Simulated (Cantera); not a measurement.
An adiabatic, constant-pressure homogeneous reactor starts with CH4 : O2 : N2 : CO2 = 1 : 1.33 : 5.01 : 0.92 (molar parts), at 1673 K and 3750 Torr. Integrator tolerance rtol = 1e-08.

Model: GRI-Mech 3.0 (53 species, 325 reactions), integrated in Cantera.

Q: What does this change do: O2 1.33 to 2 parts?

A: 
| quantity | before | after |
|---|---|---|
| time of steepest temperature rise | 99.8 µs | 63.2 µs |
| temperature at 2.00 s | 2728 K | 2898 K |
| equilibrium temperature | 2728 K | 2898 K |
| x(CH4) at 2.00 s | <1e-12 (gas-phase equilibrium 1.09e-12) | <1e-12 (gas-phase equilibrium <1e-12) |
| x(O2) at 2.00 s | 0.00146 (gas-phase equilibrium 0.00146) | 0.0305 (gas-phase equilibrium 0.0305) |
| x(CO2) at 2.00 s | 0.0922 (gas-phase equilibrium 0.0922) | 0.128 (gas-phase equilibrium 0.128) |
| x(HCN) at 2.00 s | 3.34e-8 (gas-phase equilibrium 3.34e-8) | 5.41e-9 (gas-phase equilibrium 5.41e-9) |
| x(CO) at 2.00 s | 0.121 (gas-phase equilibrium 0.121) | 0.0743 (gas-phase equilibrium 0.0743) |
| x(H2) at 2.00 s | 0.0348 (gas-phase equilibrium 0.0348) | 0.0147 (gas-phase equilibrium 0.0147) |

Q: What does this change do: constant volume in place of constant pressure?

A: 
| quantity | before | after |
|---|---|---|
| time of steepest temperature rise | 99.8 µs | 91.3 µs |
| temperature at 2.00 s | 2728 K | 2916 K |
| equilibrium temperature | 2728 K | 2916 K |
| x(CH4) at 2.00 s | <1e-12 (gas-phase equilibrium 1.09e-12) | 2.12e-12 (gas-phase equilibrium 2.51e-12) |
| x(O2) at 2.00 s | 0.00146 (gas-phase equilibrium 0.00146) | 0.00290 (gas-phase equilibrium 0.00290) |
| x(CO2) at 2.00 s | 0.0922 (gas-phase equilibrium 0.0922) | 0.0859 (gas-phase equilibrium 0.0859) |
| x(HCN) at 2.00 s | 3.34e-8 (gas-phase equilibrium 3.34e-8) | 7.02e-8 (gas-phase equilibrium 7.02e-8) |
| x(CO) at 2.00 s | 0.121 (gas-phase equilibrium 0.121) | 0.126 (gas-phase equilibrium 0.126) |
| x(H2) at 2.00 s | 0.0348 (gas-phase equilibrium 0.0348) | 0.0355 (gas-phase equilibrium 0.0355) |
